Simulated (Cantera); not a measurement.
A jet of 1.16 % CH4, 7.30 % O2, 91.5 % N2, equivalence ratio 0.32 at 300 K and 37000 Pa hits a platinum plate 3.8 cm away at a mass flux of 0.2 kg/m²/s; the plate temperature is set and raised in steps from an oxygen-covered start.

Model: Deutschmann's 1995 Pt surface mechanism with GRI-Mech 3.0 gas chemistry, integrated in Cantera. Catalytic surfaces can have several steady states; this one follows from the mechanism file's or the stated starting coverage.

x: mole fraction at the wall; θ: surface coverage.

```csv
plate T (K),wall x CH4,wall x O2,wall x H2O,wall x OH,wall x CO,wall x CO2,θ free Pt,θ O*,θ OH*
900,0.00725,0.0638,0.00809,1.07e-8,2.45e-6,0.00528,0.159,0.839,0.00133
950,?,0.0595,?,?,2.42e-6,?,?,0.778,0.00149
1000,0.00368,0.0563,0.0147,9.37e-8,2.30e-6,0.00960,0.285,0.714,0.00150
1050,?,0.0541,0.0165,?,2.19e-6,0.0108,?,?,0.00142
1100,0.00198,0.0527,0.0177,4.92e-7,2.13e-6,0.0116,0.415,0.584,0.00131
```

Q: Some entries are withheld; supply them.

A: 
- 950, wall x CH4: 0.00521
- 950, wall x H2O: 0.0119
- 950, wall x OH: 3.49e-8
- 950, wall x CO2: 0.00775
- 950, θ free Pt: 0.220
- 1050, wall x CH4: 0.00265
- 1050, wall x OH: 2.26e-7
- 1050, θ free Pt: 0.350
- 1050, θ O*: 0.648
